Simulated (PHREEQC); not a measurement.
0.43 g of hydrous ferric oxide (600 m²/g; 0.2 weak and 0.005 strong sites per Fe, Dzombak-Morel constants, diffuse double layer) in 1 kg of water with 0.001 mol/kgw of an inert sodium salt and 0.0029 mmol/kgw NaF, 0.033 mmol/kgw NiCl2 and 0.25 mmol/kgw ZnSO4, at 25 °C; the pH is set by adding NaOH or the inert anion's acid. Oxygen is held at 0.21 atm. No CO2 enters from the air. Nothing may precipitate in this run.

All values are PHREEQC results (ion-association model, wateq4f.dat), not measurements.

```
pH    F sorbed (%)  Ni sorbed (%)  S sorbed (%)
----  ------------  -------------  ------------
3             93.5            0.0         100.0
3.38          94.7            0.0         100.0
3.75          93.9            0.0         100.0
4.12          91.2            0.0          99.9
4.5           85.5            0.2          99.5
4.88          75.8            0.7          98.2
5.25          63.2            1.7          94.1
5.62          50.8            3.0          84.7
6             40.7            6.3          70.2
6.38          33.0           16.3          55.5
6.75          27.1           35.4          43.7
7.12          21.7           59.5          32.5
7.5           15.7           80.9          19.6
7.88           9.5           93.6           7.9
8.25           4.9           98.4           2.1
8.62           2.2           99.7           0.4
9              1.0           99.9           0.1
```

Species that the database lacks are ignored. The oxide is taken as insoluble; below pH 4 it would dissolve.
